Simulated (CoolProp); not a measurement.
Vapour pressure (bar) of C2F6 (R116): the reference equation beside estimates from Tc = 19.9 °C, pc = 30.48 bar, ω = 0.257. Clausius-Clapeyron is anchored at -52.85 °C with a constant enthalpy of vaporisation of 14.48 kJ/mol.

Values from CoolProp's reference Helmholtz-energy equation of state, Lemmon 2006. It is a short technical equation, of lower accuracy than the large ones.

| T (°C) | reference | Clausius-Clapeyron | van der Waals | Soave-Redlich-Kwong | Peng-Robinson |
|---|---|---|---|---|---|
| -92.95 | 0.4220 | 0.5685 | 3.047 | 0.4176 | 0.4248 |
| -86.25 | 0.6391 | 0.8038 | 3.735 | 0.6341 | 0.6405 |
| -79.55 | 0.9362 | 1.110 | 4.519 | 0.9313 | 0.9353 |
| -72.95 | 1.325 | 1.493 | 5.391 | 1.321 | 1.321 |
| -66.25 | 1.837 | 1.979 | 6.384 | 1.837 | 1.829 |
| -59.55 | 2.488 | 2.576 | 7.488 | 2.495 | 2.476 |
| -52.85 | 3.301 | 3.301 | 8.709 | 3.319 | 3.286 |
| -46.25 | 4.284 | 4.155 | 10.03 | 4.317 | 4.268 |
| -39.55 | 5.491 | 5.178 | 11.49 | 5.546 | 5.476 |
| -32.85 | 6.935 | 6.374 | 13.09 | 7.018 | 6.926 |
| -26.25 | 8.616 | 7.737 | 14.79 | 8.735 | 8.619 |
| -19.55 | 10.61 | 9.322 | 16.65 | 10.77 | 10.64 |
| -12.85 | 12.94 | 11.12 | 18.64 | 13.14 | 12.99 |

Absolute difference from the reference over all 13 rows, mean and median: Clausius-Clapeyron 12.0 and 10.2 %, van der Waals 224.1 and 163.8 %, Soave-Redlich-Kwong 0.8 and 0.8 %, Peng-Robinson 0.3 and 0.3 %.
